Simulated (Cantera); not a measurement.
A perfectly stirred reactor is fed with 0.132 % CO, 5.64 % O₂, 0.160 % H₂O, 94.1 % N₂, at 1.01 bar; it is held at 1375 K, and followed from long to short residence time.

Computed with Cantera and GRI-Mech 3.0 (53 species, 325 reactions).

Question: Predict: x(CO) at τ = 12.0 s; x(O₂) at τ = 12.0 s; x(H₂O) at τ = 12.0 s; x(CO₂) at τ = 12.0 s; x(NO) at τ = 12.0 s; x(CO) at τ = 95.0 ms; x(O₂) at τ = 95.0 ms; x(H₂O) at τ = 95.0 ms; x(CO₂) at τ = 95.0 ms; x(NO) at τ = 95.0 ms.

Answer: 
| Property | Result |
|---|---|
| x(CO) at τ = 12.0 s | 5.61e-6 |
| x(O₂) at τ = 12.0 s | 0.0558 |
| x(H₂O) at τ = 12.0 s | 0.00160 |
| x(CO₂) at τ = 12.0 s | 0.00131 |
| x(NO) at τ = 12.0 s | 4.62e-7 |
| x(CO) at τ = 95.0 ms | 0.000152 |
| x(O₂) at τ = 95.0 ms | 0.0559 |
| x(H₂O) at τ = 95.0 ms | 0.00159 |
| x(CO₂) at τ = 95.0 ms | 0.00117 |
| x(NO) at τ = 95.0 ms | 3.10e-7 |
